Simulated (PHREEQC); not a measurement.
Nickel, zinc or cadmium bath (model solution)

Solution (25 °C): 0.094 mol/kgw ZnSO4, 0.042 mol/kgw KCl and 0.0019 mol/kgw FeSO4. Closed to the air; pH follows from the charge balance.

Equilibrium calculation in PHREEQC: ion-association model, phreeqc.dat.

Each row changes one thing in this solution. Precipitation was switched off in this run.

```csv
case,pH,ionic strength (mol/kgw),SO4-2 (mol/kgw),KSO4- (mol/kgw),Fe+2 (mol/kgw),FeSO4 (mol/kgw),SI of Melanterite (FeSO4:7H2O),SI of Sylvite (KCl)
as made,5.46,0.242,0.0394,0.00280,0.00121,0.000673,-3.20,-4.01
ZnSO4 replaced by Al2(SO4)3 at the same molality,3.82,0.324,0.0572,0.00355,0.00114,0.000744,-3.15,-4.03
diluted 100-fold with water,6.08,0.00384,0.000855,1.92e-6,1.74e-5,1.57e-6,-5.85,-7.72
ZnSO4 from 0.094 to 0.0094 mol/kgw,5.67,0.0744,0.00771,0.000891,0.00150,0.000361,-3.48,-3.88
ZnSO4 replaced by K2SO4 at the same molality,6.70,0.279,…,0.0248,0.000992,0.000891,-3.08,-3.29
diluted 10-fold with water,…,0.0307,0.00645,9.65e-5,0.000143,4.65e-5,-4.37,-5.81
```

Task: Some entries are withheld; supply them.

Result: 
- ZnSO4 replaced by K2SO4 at the same molality, SO4-2 (mol/kgw): 0.0703
- diluted 10-fold with water, pH: 5.75

Species that the database lacks are ignored. Some of these states are supersaturated (in Gibbsite (slow to form), for instance).
